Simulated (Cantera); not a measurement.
## Thermodynamics of carbon deposition, reforming and gasification, feed n-butane + H2 + N2

A closed system holds: 1 mol n-butane, 16 mol H2, 0.5 mol N2, held at 750 Torr.

Equilibrium computed with Cantera from the NASA thermochemical tables; the gas is ideal and each condensed phase is pure. Candidate condensed phases: C, C6H6, C7H8, C8H18; 92 gas species. Rates play no part.

| T (°C) | x H2 | x CH4 | x H | x C2H2 (acetylene) | x N2 | x HCN | n C(graphite) |
|---|---|---|---|---|---|---|---|
| 450 | 0.742 | 0.229 | <1e-12 | <1e-12 | 0.0282 | 1.24e-10 | 0 |
| 650 | 0.818 | 0.155 | 2.21e-10 | 9.74e-11 | 0.0268 | 2.02e-7 | 1.11 |
| 850 | 0.950 | 0.0265 | 4.15e-8 | 2.09e-8 | 0.0238 | 4.50e-6 | 3.45 |
| 1050 | 0.970 | 0.00640 | 1.56e-6 | 8.01e-7 | 0.0234 | 3.86e-5 | 3.86 |
| 1250 | 0.974 | 0.00219 | 2.28e-5 | 1.15e-5 | 0.0232 | 0.000187 | 3.95 |
| 1450 | 0.975 | 0.000957 | 0.000180 | 8.83e-5 | 0.0230 | 0.000620 | 3.96 |
| 1650 | 0.974 | 0.000498 | 0.000930 | 0.000440 | 0.0224 | 0.00159 | 3.93 |
| 1850 | 0.970 | 0.000294 | 0.00353 | 0.00161 | 0.0214 | 0.00335 | 3.85 |
| 2050 | 0.958 | 0.000188 | 0.0107 | 0.00464 | 0.0198 | 0.00606 | 3.65 |
| 2250 | 0.933 | 0.000126 | 0.0269 | 0.0111 | 0.0176 | 0.00960 | 3.27 |
| 2450 | 0.888 | 8.53e-5 | 0.0584 | 0.0227 | 0.0148 | 0.0135 | 2.61 |
| 2650 | 0.814 | 5.61e-5 | 0.112 | 0.0402 | 0.0118 | 0.0171 | 1.56 |
x: gas mole fraction; n: condensed amount in mol.

At 450 °C nothing is condensed. From 650 °C to 2650 °C the condensed part is C(graphite). The main C-bearing gas is CH4 at 450 °C and C2H2 (acetylene) at 2650 °C. The share of C in condensed phases is highest at 1450 °C (99.0 %) and lowest at 450 °C (0.0 %).
